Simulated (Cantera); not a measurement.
A perfectly stirred reactor is fed with CO : O₂ : H₂O : N₂ = 0.026 : 0.019 : 0.039 : 1 (molar parts), equivalence ratio 0.68, at 0.240 bar; it is held at 1200 K, and followed from long to short residence time.

Cantera simulation using GRI-Mech 3.0 (53 species, 325 reactions); the numbers are that mechanism's predictions, not measurements.

Task: Predict: x(CO) at τ = 0.790 s; x(O₂) at τ = 0.790 s; x(H₂O) at τ = 0.790 s; x(H₂O₂) at τ = 0.790 s; x(N₂O) at τ = 0.790 s; x(CO) at τ = 73.0 ms; x(O₂) at τ = 73.0 ms; x(H₂O) at τ = 73.0 ms; x(H₂O₂) at τ = 73.0 ms; x(N₂O) at τ = 73.0 ms.

Result: 
```json
{
  "x(CO) at τ = 0.790 s": "0.000539",
  "x(O₂) at τ = 0.790 s": "0.00592",
  "x(H₂O) at τ = 0.790 s": "0.0361",
  "x(H₂O₂) at τ = 0.790 s": "1.12e-7",
  "x(N₂O) at τ = 0.790 s": "5.70e-8",
  "x(CO) at τ = 73.0 ms": "0.00240",
  "x(O₂) at τ = 73.0 ms": "0.00705",
  "x(H₂O) at τ = 73.0 ms": "0.0353",
  "x(H₂O₂) at τ = 73.0 ms": "1.74e-7",
  "x(N₂O) at τ = 73.0 ms": "3.38e-8"
}
```
